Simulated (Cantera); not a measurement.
A freely propagating, adiabatic, planar premixed flame of 2.51 % C3H8, 16.8 % O2, 67.1 % N2, 13.6 % H2O, equivalence ratio 0.75, unburnt at 400 K and 1.01 bar; mixture-averaged transport, grid criteria slope 0.08 and curve 0.16, no radiation.

Cantera simulation using GRI-Mech 3.0 (53 species, 325 reactions); the numbers are that mechanism's predictions, not measurements. GRI-Mech 3.0 was tuned for natural gas; its chemistry of propane as a main component is partial and can be far from experiment. Burning velocities carry a grid error of a few per cent, more on coarse grids.

x: mole fraction of selected species; z is measured from the peak of heat release.

```json
[
 {"z (mm)": "-1.99", "T (K)": "400", "u (m/s)": "0.263", "x C3H8": "0.0251", "x O2": "0.168", "x H2O": "0.136", "x C2H6": "2.48e-8", "x NO": "<1e-8", "x CH4": "6.80e-7"},
 {"z (mm)": "-1.33", "T (K)": "403", "u (m/s)": "0.265", "x C3H8": "0.0251", "x O2": "0.167", "x H2O": "0.136", "x C2H6": "[?]", "x NO": "<1e-8", "x CH4": "[?]"},
 {"z (mm)": "-0.995", "T (K)": "415", "u (m/s)": "0.273", "x C3H8": "0.0251", "x O2": "0.166", "x H2O": "0.137", "x C2H6": "3.16e-6", "x NO": "<1e-8", "x CH4": "2.73e-5"},
 {"z (mm)": "-0.664", "T (K)": "482", "u (m/s)": "0.318", "x C3H8": "0.0246", "x O2": "0.160", "x H2O": "0.144", "x C2H6": "2.99e-5", "x NO": "<1e-8", "x CH4": "0.000139"},
 {"z (mm)": "-0.332", "T (K)": "793", "u (m/s)": "0.532", "x C3H8": "0.0187", "x O2": "0.132", "x H2O": "0.169", "x C2H6": "0.000277", "x NO": "1.56e-7", "x CH4": "0.000645"},
 {"z (mm)": "-0.166", "T (K)": "[?]", "u (m/s)": "0.746", "x C3H8": "[?]", "x O2": "[?]", "x H2O": "[?]", "x C2H6": "[?]", "x NO": "[?]", "x CH4": "[?]"},
 {"z (mm)": "0", "T (K)": "1411", "u (m/s)": "0.967", "x C3H8": "0.000329", "x O2": "0.0691", "x H2O": "0.212", "x C2H6": "7.68e-5", "x NO": "8.84e-7", "x CH4": "0.000722"},
 {"z (mm)": "0.166", "T (K)": "1554", "u (m/s)": "1.06", "x C3H8": "1.70e-7", "x O2": "0.0528", "x H2O": "0.220", "x C2H6": "1.66e-7", "x NO": "1.40e-6", "x CH4": "6.59e-5"},
 {"z (mm)": "0.332", "T (K)": "1618", "u (m/s)": "1.10", "x C3H8": "<1e-8", "x O2": "0.0471", "x H2O": "0.222", "x C2H6": "<1e-8", "x NO": "1.77e-6", "x CH4": "2.80e-6"},
 {"z (mm)": "0.664", "T (K)": "1686", "u (m/s)": "1.14", "x C3H8": "<1e-8", "x O2": "0.0430", "x H2O": "0.225", "x C2H6": "<1e-8", "x NO": "2.19e-6", "x CH4": "<1e-8"},
 {"z (mm)": "1.33", "T (K)": "1738", "u (m/s)": "1.17", "x C3H8": "<1e-8", "x O2": "0.0407", "x H2O": "0.228", "x C2H6": "<1e-8", "x NO": "2.55e-6", "x CH4": "<1e-8"},
 {"z (mm)": "2.65", "T (K)": "1764", "u (m/s)": "1.19", "x C3H8": "<1e-8", "x O2": "0.0399", "x H2O": "0.230", "x C2H6": "<1e-8", "x NO": "2.78e-6", "x CH4": "<1e-8"},
 {"z (mm)": "5.31", "T (K)": "1773", "u (m/s)": "1.19", "x C3H8": "<1e-8", "x O2": "0.0397", "x H2O": "0.231", "x C2H6": "<1e-8", "x NO": "2.90e-6", "x CH4": "<1e-8"}
]
```

**Question.** Complete the blanks.

**Answer.** 
- -1.33, x C2H6: 4.27e-7
- -1.33, x CH4: 6.16e-6
- -0.166, T (K): 1099
- -0.166, x C3H8: 0.00834
- -0.166, x O2: 0.102
- -0.166, x H2O: 0.191
- -0.166, x C2H6: 0.000506
- -0.166, x NO: 4.62e-7
- -0.166, x CH4: 0.00110
